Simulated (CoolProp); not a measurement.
Saturated liquid density (kg/m³) of oxygen: the reference equation beside estimates from Tc = 154.6 K, pc = 5.046 MPa, ω = 0.022. Rackett uses Z = 0.29056 − 0.08775 ω.

Values from CoolProp's reference Helmholtz-energy equation of state, Schmidt 1985.

| T (K) | reference | Rackett | Soave-Redlich-Kwong |
|---|---|---|---|
| 106.2 | 1057 | 1062 | 1044 |
| 109 | 1041 | 1046 | 1025 |
| 111.9 | 1024 | 1029 | 1005 |
| 114.8 | 1007 | 1012 | 983.2 |
| 117.6 | (withheld) | 994.1 | 961.5 |
| 120.5 | 970.6 | 975.4 | 937.9 |
| 123.4 | 950.9 | 955.8 | 913.0 |
| 126.3 | (withheld) | 935.4 | 886.8 |
| 129.1 | 909.5 | 914.6 | (withheld) |
| 132 | 886.5 | 891.9 | 830.6 |
| 134.9 | 861.9 | 867.6 | 799.1 |
| 137.7 | 836.2 | 842.3 | 766.3 |
| 140.6 | 806.9 | 813.7 | 729.4 |
| 143.5 | 774.1 | 781.7 | 688.4 |

Question: Complete the blanks.

Answer: 
- 117.6, reference: 989.4
- 126.3, reference: 930.4
- 129.1, Soave-Redlich-Kwong: 860.1

Absolute difference from the reference over all 14 rows, mean and median: Rackett 0.6 and 0.5 %, Soave-Redlich-Kwong 5.0 and 4.3 %.
